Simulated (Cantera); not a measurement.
**Equilibrium for silicon epitaxy and polysilicon growth: SiH₄ + HCl + N₂**

Charge: 1 mol SiH₄, 0.045 mol HCl, 38 mol N₂, equilibrated at 1500 K and 0.110 bar.

Method: chemical equilibrium by Gibbs-energy minimisation in Cantera with the NASA 1993 tables (ideal gas, pure condensed phases). Candidate condensed phases: NH₄Cl, Si, Si₃N₄; 28 gas species. The numbers say what is thermodynamically allowed, not how fast it happens.

| Quantity | Value |
|---|---|
| x(N₂) | 0.948 |
| x(H₂) | 0.0508 |
| x(HCl) | 0.00114 |
| x(H) | 1.20e-5 |
| n(Si₃N₄(s)) | 0.333 mol |
| gas amount | 39.38 mol |
| log10 activity of Si(s) (absent) | -2.23 |
